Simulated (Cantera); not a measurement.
Feed: 1 mol Si₂Cl₆, 2.2 mol NH₃, 4.5 mol N₂, at 1075 K and 62.0 Pa.

These are equilibrium values from Cantera (NASA tables, ideal gas, pure condensed phases), not measurements of a reactor. Candidate condensed phases: NH₄Cl, Si, Si₃N₄; 28 gas species. The feed counts by its element totals alone. The tables' values for SiCl₃ are old estimates; treat these amounts as uncertain. Equilibrium is a limit: real reactors are often held back by kinetics, nucleation or transport.

### Question
What is the equilibrium state?

### Answer
```
Item                                  Value
--------------------------------  ---------
x(N₂)                                 0.442
x(HCl)                                0.385
x(H₂)                                 0.125
x(SiCl₄)                             0.0470
x(SiCl₃)                           0.000919
x(SiCl₂)                           0.000284
x(SiHCl₃)                          0.000190
n(Si₃N₄(s))                       0.499 mol
gas amount                        10.41 mol
log10 activity of Si(s) (absent)      -3.91
```
